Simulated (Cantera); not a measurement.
## Adiabatic ignition

An adiabatic, constant-pressure homogeneous reactor starts with H2 : O2 : N2 : NO = 1.3 : 1.19 : 11.8 : 0.058 (molar parts), at 1325 K and 1950 Torr.

Model: GRI-Mech 3.0 (53 species, 325 reactions), integrated in Cantera. The hydrogen kinetics of GRI-Mech 3.0 are dated; newer H2 mechanisms differ, most at raised pressure. The mechanism lacks 2 NO + O2 → 2 NO2 and HONO, so NO2 and the effect of NO are under-described below about 1400 K.

| t (s) | T (K) | x H2 | x O2 | x NO | x OH | x N2 |
|---|---|---|---|---|---|---|
| 9.00e-6 | 1325 | 0.0906 | 0.0829 | 0.00404 | 1.36e-6 | 0.822 |
| 2.32e-5 | 1545 | 0.0162 | 0.0454 | 0.00409 | 0.00595 | 0.835 |
| 5.98e-5 | 1898 | 0.00272 | 0.0385 | 0.00420 | 0.00498 | 0.857 |
| 0.000154 | 1956 | 0.000500 | 0.0388 | 0.00422 | 0.00231 | 0.860 |
| 0.000398 | 1967 | 0.000114 | 0.0391 | 0.00422 | 0.00114 | 0.861 |
| 0.00102 | 1968 | 6.87e-5 | 0.0392 | 0.00422 | 0.000890 | 0.861 |
| 0.00264 | 1969 | 6.74e-5 | 0.0392 | 0.00422 | 0.000882 | 0.861 |
| 0.00681 | 1969 | 6.74e-5 | 0.0392 | 0.00422 | 0.000882 | 0.861 |
| 0.0176 | 1969 | 6.74e-5 | 0.0392 | 0.00422 | 0.000882 | 0.861 |
| 0.0453 | 1969 | 6.74e-5 | 0.0392 | 0.00420 | 0.000883 | 0.861 |
| 0.117 | 1969 | 6.75e-5 | 0.0392 | 0.00417 | 0.000883 | 0.861 |
| 0.301 | 1969 | 6.75e-5 | 0.0393 | 0.00410 | 0.000884 | 0.861 |
| 0.776 | 1969 | 6.77e-5 | 0.0393 | 0.00394 | 0.000886 | 0.861 |
| 2.00 | 1970 | 6.79e-5 | 0.0395 | 0.00364 | 0.000890 | 0.861 |
x: mole fraction; the columns are a selection and need not sum to one.

```json
{
  "time_of_steepest_temperature_rise": "21.8 µs",
  "temperature at 2.00 s": "1970 K",
  "equilibrium_temperature": "1971 K",
  "x(H2) at 2.00 s": "6.79e-5 (gas-phase equilibrium 6.82e-5)",
  "x(O2) at 2.00 s": "0.0395 (gas-phase equilibrium 0.0397)",
  "x(NO) at 2.00 s": "0.00364 (gas-phase equilibrium 0.00322)"
}
```
